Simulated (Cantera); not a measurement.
**Reactions in the system C-H-S**

Standard-state values (1 bar) from the NASA 1993 polynomials, evaluated with Cantera. Values are per mole of reaction as written; species without (g) are pure solids or liquids, kept so even where they would boil at 1 bar.

8 CH₃(g) + CS₂(g) ⇌ 3 C₃H₈(g) + 2 S

| T (K) | ΔH° (kJ) | ΔS° (J/K) | ΔG° (kJ) | log10 K | condensed phases |
|---|---|---|---|---|---|
| 375 | -1611.1 | -929.9 | -1262.4 | 175.83 | S(s) |
| 450 | -1609.9 | -926.7 | -1192.9 | 138.46 | S(l) |
| 525 | -1609.7 | -926.4 | -1123.4 | 111.77 | S(l) |
| 600 | -1608.6 | -924.4 | -1054.0 | 91.75 | S(l) |
| 675 | -1607.0 | -921.8 | -984.7 | 76.20 | S(l) |
| 750 | -1604.9 | -919.0 | -915.7 | 63.77 | S(l) |
